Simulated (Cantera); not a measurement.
Input: 1 mol CH3SiCl3, 0.083 mol CH4, 81 mol H2, at 1577 °C and 43000 Pa.

These are equilibrium values from Cantera (NASA tables, ideal gas, pure condensed phases), not measurements of a reactor. Candidate condensed phases: C, C6H6, C7H8, C8H18, Si, SiC; 109 gas species. The feed counts by its element totals alone. Rates play no part.

Base state: H2 0.963, HCl 0.0354, H 0.000806, CH4 0.000261, C2H2 (acetylene) 0.000252, SiCl2 0.000113, Cl 2.25e-5 (mole fractions); condensed: C(graphite) + SiC(s).

Task: What changes in the equilibrium state with this change: CH3SiCl3 replaced by CH3SiH3?

Result: 
```tsv
species	before	after
H2	0.963	0.999
H	0.000806	0.000821
CH4	0.000261	0.000281
HCl	0.0354	0
SiCl2	0.000113	0
Cl	2.25e-5	0
C2H2 (acetylene)	0.000252	0.000261
C(graphite), mol	0.0278	0.0148
SiC(s), mol	0.990	1.000
```

Task: What changes in the equilibrium state with this change: CH3SiCl3 replaced by SiHCl3?

Result: 
```csv
species,before,after
H2,0.963,0.966
HCl,0.0354,0.0304
SiCl2,0.000113,0.00276
C2H2 (acetylene),0.000252,2.29e-7
SiH2,1.22e-6,4.07e-5
Si,4.51e-7,1.50e-5
CH4,0.000261,7.90e-6
SiCl,6.92e-7,1.97e-5
"C(graphite), mol",0.0278,0
"SiC(s), mol",0.990,0.0823
"Si(l), mol",0,0.678
```
Mutual solubility and eutectic melting of coexisting phases are not modelled. The tables' values for SiCl3, SiCl are old estimates; treat these amounts as uncertain. Gases not in the tables: Si2H6 and higher silanes.
